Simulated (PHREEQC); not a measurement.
Dissolve 0.057 mol H2SO4, 0.049 mol LiCl and 0.00016 mol MgSO4 per kg of water at 20 °C. Closed to the air; pH follows from the charge balance.

Computed with PHREEQC (ion-association model, wateq4f.dat).

No solid was allowed to form.

Task: Order these S species by the share of S that they hold, largest first: HSO4-, SO4-2, LiSO4-.

Result: HSO4- (69 %), SO4-2 (29 %), LiSO4- (2.1 %)

The pH is 1.22 and the ionic strength 0.140 mol/kgw.
